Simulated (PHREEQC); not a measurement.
## Hard or scaling water: an equilibrium model

Solution (25 °C): 99 mmol/kgw BaCl2, 1.9 mmol/kgw CO2 and 0.17 mmol/kgw KCl. Closed to the air; pH follows from the charge balance.

Computed with PHREEQC (ion-association model, phreeqc.dat).

The pH comes out as 4.46 and the ionic strength is 0.297 mol/kgw. The specific conductance is 18700 µS/cm. The density comes out as 1.015 g/cm³.

| species | molality | activity | log γ |
|---|---|---|---|
| Cl- | 0.198 | 0.136 | -0.163 |
| Ba+2 | 0.0990 | 0.0247 | -0.603 |
| CO2 | 0.00186 | 0.00199 | 0.030 |
| K+ | 0.000170 | 0.000116 | -0.166 |
| H+ | 4.38e-5 | 3.43e-5 | -0.106 |
| HCO3- | 3.55e-5 | 2.57e-5 | -0.141 |
| BaHCO3+ | 8.28e-6 | 6.08e-6 | -0.134 |
| (CO2)2 | 6.77e-8 | 7.25e-8 | 0.030 |

Precipitation was switched off in this run. Species that the database lacks are ignored.
